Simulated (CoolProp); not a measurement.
Properties of dimethyl carbonate along the isobar 0.101 MPa (Tc = 283.9 °C, pc = 4.909 MPa, ω = 0.346).

Values from CoolProp's reference Helmholtz-energy equation of state, Zhou 2011.

| T (°C) | phase | density (kg/m³) | speed of sound (m/s) | Joule-Thomson coefficient (K/MPa) | expansivity (1/kK) |
|---|---|---|---|---|---|
| 30.75 | liquid | 1056 | 1175 | -0.3176 | 1.260 |
| 61.75 | liquid | 1014 | 1050 | -0.2843 | 1.356 |
| 92.75 | gas | 3.077 | 185.8 | 23.49 | 3.005 |
| 123.75 | gas | 2.817 | 194.2 | 17.95 | 2.704 |
| 154.75 | gas | 2.601 | 202.1 | 14.07 | 2.467 |
| 185.75 | gas | 2.417 | 209.6 | 11.33 | 2.274 |
| 216.75 | gas | 2.258 | 216.8 | 9.342 | 2.113 |
| 247.75 | gas | 2.119 | 223.6 | 7.868 | 1.975 |
